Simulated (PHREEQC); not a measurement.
Make-up at 25 °C: 0.0054 mol HCl, 0.0097 mol Li2SO4 and 0.0065 mol MnSO4 per kg of water. Closed to the air; pH follows from the charge balance.

The numbers come from PHREEQC with the Pitzer model, pitzer.dat.

```csv
quantity,before,after
pH,2.55,2.43
SO4-2 (mol/kgw),0.0143,0.00548
HSO4- (mol/kgw),0.00189,0.00102
```

Problem. Which change was made?
(A) Li2SO4 left out
(B) temperature from 25 to 15 °C
(C) diluted 100-fold with water
(D) diluted 10-fold with water
(E) diluted 5-fold with water

Solution. A, Li2SO4 left out

No solid was allowed to form.
